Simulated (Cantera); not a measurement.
Cantera run:

```python
import numpy as np
import cantera as ct

gas_names = """
    CL CL2 H HCL H2 N NH NH2 NH3 N2 N2H2 N2H4 Si SiCL SiCL2 SiCL3 SiCL4 SiH SiHCL3 SiH2 SiH2CL2 SiH3
    SiH3CL SiH4 SiN Si2 Si2N Si3
""".split()
cond_names = """
    NH4CL(a) NH4CL(b) Si(cr) Si(L) Si3N4(a)
""".split()


# ... load() reads the species with a 1 bar reference pressure and builds the phases ...
atoms = {
    'SiCl4': {'Si': 1, 'CL': 4},
    'NH3': {'N': 1, 'H': 3},
    'N2': {'N': 2},
}
top_T = {'Si3N4(a)': 2400}  # K; cautious upper limits of use, not melting points


# ... equilibrate(T, P, feed) seeds the gas with the atoms and calls Mixture.equilibrate('TP', solver="vcs", rtol=1e-11, max_steps=5000) ...
results = []
feed = {'SiCl4': 1, 'NH3': 3.9, 'N2': 15}  # mol
P = 17  # Pa
for T in [1600, 1675, 1750, 1825, 1900, 1975, 2050]:
    mix = equilibrate(T, P, feed)
    results.append((T, P, feed, dict(zip(mix.species_names, mix.species_moles))))
    x = sorted(zip(gas.X, gas.species_names), reverse=True)
    print(f"T = {T:g} K  P = {P:g} Pa  gas = {mix.phase_moles(0):.4g} mol")
    print("   x: " + "  ".join(f"{s} {v:.3e}" for v, s in x if v > 0.001))
    print("   condensed (mol): " + ("  ".join(f"{mix.phase(i).name} {mix.phase_moles(i):.4g}"
          for i in range(1, mix.n_phases) if mix.phase_moles(i) > 1e-12) or "none"))
```

Result:

```
T = 1600 K  P = 17 Pa  gas = 24.84 mol
   x: N2 6.825e-01  H2 1.944e-01  HCL 8.037e-02  SiCL2 3.977e-02  H 1.839e-03
   condensed (mol): none
T = 1675 K  P = 17 Pa  gas = 24.89 mol
   x: N2 6.810e-01  H2 1.926e-01  HCL 8.102e-02  SiCL2 3.889e-02  H 3.908e-03  CL 1.284e-03
   condensed (mol): none
T = 1750 K  P = 17 Pa  gas = 25.01 mol
   x: N2 6.779e-01  H2 1.884e-01  HCL 8.342e-02  SiCL2 3.648e-02  H 7.742e-03  CL 2.644e-03  Si 2.624e-03
   condensed (mol): none
T = 1825 K  P = 17 Pa  gas = 25.23 mol
   x: N2 6.718e-01  H2 1.804e-01  HCL 8.847e-02  SiCL2 3.163e-02  H 1.435e-02  Si 6.528e-03  CL 5.365e-03  SiCL 1.326e-03
   condensed (mol): none
T = 1900 K  P = 17 Pa  gas = 25.6 mol
   x: N2 6.620e-01  H2 1.686e-01  HCL 9.481e-02  H 2.499e-02  SiCL2 2.444e-02  Si 1.256e-02  CL 1.061e-02  SiCL 1.866e-03
   condensed (mol): none
T = 1975 K  P = 17 Pa  gas = 26.14 mol
   x: N2 6.484e-01  H2 1.538e-01  HCL 9.870e-02  H 4.116e-02  CL 1.973e-02  Si 1.970e-02  SiCL2 1.618e-02  SiCL 2.171e-03
   condensed (mol): none
T = 2050 K  P = 17 Pa  gas = 26.85 mol
   x: N2 6.313e-01  H2 1.376e-01  HCL 9.604e-02  H 6.453e-02  CL 3.335e-02  Si 2.623e-02  SiCL2 8.748e-03  SiCL 2.081e-03
   condensed (mol): none
```

Cantera equilibrium calculation (NASA polynomials, part measured and part estimated; ideal gas, pure solids and liquids). The tables' values for SiCl, SiCl3, SiN are old estimates; treat these amounts as uncertain.
